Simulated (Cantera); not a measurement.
Input: 1 mol CCl₄, 0.079 mol H₂, equilibrated at 700 °C and 1.00 bar.

Cantera equilibrium calculation (NASA polynomials, part measured and part estimated; ideal gas, pure solids and liquids). Candidate condensed phases: C, C₆H₆, C₇H₈, C₈H₁₈; 91 gas species. Gases not in the tables: chlorinated aromatics. Rates play no part.

Base state: Cl₂ 0.915, HCl 0.0766, CCl₄ 0.00773, Cl 0.000245 (mole fractions); condensed: C(graphite).

**Question.** What changes in the equilibrium state with this change: H₂ from 0.079 to 7 mol?

**Answer.** 
| species | before | after |
|---|---|---|
| H₂ | <1e-9 | 0.508 |
| HCl | 0.0766 | 0.459 |
| CH₄ | <1e-9 | 0.0331 |
| Cl₂ | 0.915 | <1e-9 |
| CCl₄ | 0.00773 | <1e-9 |
| Cl | 0.000245 | <1e-9 |
| C(graphite), mol | 0.984 | 0.711 |
